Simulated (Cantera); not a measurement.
Feed: 1 mol MgO, a varied amount of H2, at 6.10 mbar.

Equilibrium computed with Cantera from the NASA thermochemical tables; the gas is ideal and each condensed phase is pure. Candidate condensed phases: H2O, Mg, MgO, Mg(OH)2; 15 gas species. Rates play no part.

Problem. What condenses at these points (T in °C, n(H2) in mol): (1675, 3); (1875, 2.3); (1875, 5.5); (2025, 4.2); (1525, 5.5)?

Solution. 
```csv
T (°C),n(H2) in mol,condensed phases,Mg condensed (%)
1675,3,MgO,89.8
1875,2.3,MgO,69.4
1875,5.5,MgO,26.8
2025,4.2,gas only,0.0
1525,5.5,MgO,94.5
```
